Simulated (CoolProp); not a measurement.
Vapour-liquid equilibrium of ethane (1) + n-butane (2) at 3.82 bar; x and y are mole fractions of (1).

The numbers come from the multi-fluid Helmholtz-energy mixture model, Bücker 2006 and Bücker 2006; pair parameters Kunz 2012 in CoolProp.

| x | bubble temperature (°C) | y at the bubble point | dew temperature at overall composition x (°C) | liquid density (mol/L) |
|---|---|---|---|---|
| 0.05 | 24.4 | 0.378 | ___ | 10.02 |
| 0.125 | 4.8 | 0.691 | 35.6 | 10.67 |
| 0.2 | -9.8 | 0.834 | 32.5 | 11.25 |
| 0.275 | -20.5 | 0.904 | 29.3 | 11.78 |
| 0.35 | -28.7 | ___ | 25.8 | ___ |
| 0.425 | -35.1 | ___ | 22.0 | 12.78 |
| 0.5 | -40.3 | 0.974 | 17.9 | 13.27 |
| 0.575 | ___ | 0.982 | 13.3 | 13.77 |
| 0.65 | -48.0 | 0.988 | 8.0 | 14.27 |
| 0.725 | -51.1 | 0.992 | 1.9 | 14.79 |
| 0.8 | -53.8 | 0.995 | -5.6 | 15.32 |
| 0.875 | -56.2 | 0.997 | -15.6 | 15.87 |
| 0.95 | ___ | ___ | ___ | 16.43 |

### Question
Fill in the missing entries.

### Answer

- 0.05, dew temperature at overall composition x (°C): 38.5
- 0.35, y at the bubble point: 0.940
- 0.35, liquid density (mol/L): 12.29
- 0.425, y at the bubble point: 0.961
- 0.575, bubble temperature (°C): -44.5
- 0.95, bubble temperature (°C): -58.4
- 0.95, y at the bubble point: 0.999
- 0.95, dew temperature at overall composition x (°C): -31.6

No azeotrope shows between x = 0.05 and 0.95.

Pair parameters are fitted to limited data, so mixtures are less certain than the pure fluids.
